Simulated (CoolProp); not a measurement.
Vapour-liquid equilibrium of R22 (1) + R115 (2) at -25.85 °C; x and y are mole fractions of (1).

Model: multi-fluid Helmholtz-energy mixture model, Kamei 1995 and Lemmon 2016; pair parameters Bell 2016, in CoolProp.

```
x     bubble pressure, mixture model (bar)  bubble pressure, Raoult's law (bar)  y, mixture model  y, Raoult's law
----  ------------------------------------  -----------------------------------  ----------------  ---------------
0.05                                   [?]                                1.784             0.120            0.055
0.15                                   [?]                                1.801             0.258            0.162
0.25                                 2.221                                1.818             0.342            0.268
0.35                                   [?]                                1.835             0.405            0.371
0.45                                 2.291                                1.852               [?]            0.473
0.55                                 2.287                                1.869             0.525            0.573
0.65                                 2.258                                1.886             0.596            0.671
0.75                                 2.201                                1.903             0.683            0.767
0.85                                 2.117                                1.921               [?]            0.861
0.95                                   [?]                                1.938               [?]            0.954
```

Some entries are withheld; supply them.


- 0.05, bubble pressure, mixture model (bar): 1.934
- 0.15, bubble pressure, mixture model (bar): 2.124
- 0.35, bubble pressure, mixture model (bar): 2.271
- 0.45, y, mixture model: 0.463
- 0.85, y, mixture model: 0.790
- 0.95, bubble pressure, mixture model (bar): 2.008
- 0.95, y, mixture model: 0.923

The largest gap from Raoult's law is +23.8 % in bubble pressure, at x = 0.35. y crosses x between x = 0.45 and 0.55: the model has an azeotrope there.

Pair parameters are fitted to limited data, so mixtures are less certain than the pure fluids.
